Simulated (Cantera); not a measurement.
An isothermal, constant-pressure homogeneous reactor starts with CH₄ : H₂O : N₂ = 1 : 0.71 : 0.03 (molar parts), at 2025 K and 15000 Torr.

Computed with Cantera and GRI-Mech 3.0 (53 species, 325 reactions). GRI-Mech 3.0 stops at C3 and has no aromatics, soot or wall deposition, so with more carbon than oxygen in the feed, carbon stays in small species such as C2H2 where larger ones or solid carbon would form. The pressure lies above the range GRI-Mech 3.0 was tuned for (to about 10 atm).

Question: Predict: x(CH₄) at 200 s; x(H₂O) at 200 s; x(CH₂O) at 200 s; x(H₂) at 200 s; x(CH₂CO) at 200 s.

Answer: 
- x(CH₄) at 200 s: 0.0264 (gas-phase equilibrium 0.0253)
- x(H₂O) at 200 s: 4.92e-5 (gas-phase equilibrium 5.25e-5)
- x(CH₂O) at 200 s: 1.24e-6 (gas-phase equilibrium 1.24e-6)
- x(H₂) at 200 s: 0.722 (gas-phase equilibrium 0.723)
- x(CH₂CO) at 200 s: 3.26e-6 (gas-phase equilibrium 3.13e-6)
